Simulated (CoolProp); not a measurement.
A simple Rankine cycle with n-perfluorohexane: condensing at 328.15 K, boiler at 0.961 MPa, turbine inlet 449 K, turbine efficiency 0.9, pump efficiency 0.6, no recuperator. Each further row changes one setting.

Values from CoolProp's reference Helmholtz-energy equation of state, Gao 2022.

| case | thermal efficiency (%) | net work (kJ/kg) | heat in (kJ/kg) | turbine exit temperature (K) | volume ratio over the turbine |
|---|---|---|---|---|---|
| as stated | 10.2 | 19.3 | 190 | 420.0 | 12.1 |
| condensing temperature 320.15 K | 11.0 | 21.8 | 198 | 417.1 | 16.0 |
| boiler pressure 0.673 MPa | 8.8 | 17.1 | 193 | 426.0 | 7.79 |
| turbine efficiency 0.8 | 9.0 | 17.0 | 190 | 422.3 | 12.1 |
